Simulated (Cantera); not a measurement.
A Cantera script and what it prints.

```python
import numpy as np
import cantera as ct

gas_names = """
    C6H6 H
""".split()
cond_names = """
    Ta(cr) Ta(L) TaC(s) TaC(L)
""".split()


# ... load() reads the species with a 1 bar reference pressure and builds the phases ...
species = {s.name: s for s in load("nasa_gas.yaml", gas_names) + load("nasa_condensed.yaml", cond_names)}
# Each term lists the table entries of one substance; the one whose range holds T is used.
reactions = {
    '6 Ta + C6H6(g) = 6 TaC + 6 H(g)':
        [(-6, ['Ta(cr)', 'Ta(L)']), (-1, ['C6H6']), (6, ['TaC(s)', 'TaC(L)']), (6, ['H'])],
}


def pick(names, T):
    return next(species[n] for n in names if species[n].thermo.min_temp <= T <= species[n].thermo.max_temp)


results = []
for label, terms in reactions.items():
    print(label)
    print("     T/K   dH/kJ  dS/(J/K)   dG/kJ   log10 K")
    for T in [1275, 1375, 1475, 1575, 1675, 1775, 1875, 1975, 2075, 2175, 2275]:
        used = [(nu, pick(names, T)) for nu, names in terms]
        dH = sum(nu * s.thermo.h(T) for nu, s in used) / 1e6
        dS = sum(nu * s.thermo.s(T) for nu, s in used) / 1e3
        dG = dH - T * dS / 1e3
        logK = -dG * 1e6 / (ct.gas_constant * T * np.log(10))
        results.append((label, T, dH, dS, dG, logK, [s.name for _, s in used]))
        print(f"{T:8g} {dH:8.1f} {dS:8.1f} {dG:8.1f} {logK:8.2f}")
```

Output:

```
6 Ta + C6H6(g) = 6 TaC + 6 H(g)
     T/K   dH/kJ  dS/(J/K)   dG/kJ   log10 K
    1275    430.1    541.7   -260.5    10.67
    1375    434.4    544.9   -314.8    11.96
    1475    438.4    547.7   -369.5    13.08
    1575    442.3    550.2   -424.4    14.07
    1675    446.0    552.5   -479.5    14.95
    1775    449.6    554.6   -534.8    15.74
    1875    453.2    556.6   -590.4    16.45
    1975    456.7    558.4   -646.2    17.09
    2075    460.2    560.1   -702.1    17.67
    2175    463.6    561.7   -758.2    18.21
    2275    467.0    563.2   -814.4    18.70
```

Source: NASA polynomial tables (part measured, part estimated), evaluated in Cantera. TaC: taken at fixed stoichiometry. Condensed species are held in their standard states even where they would react or evaporate.
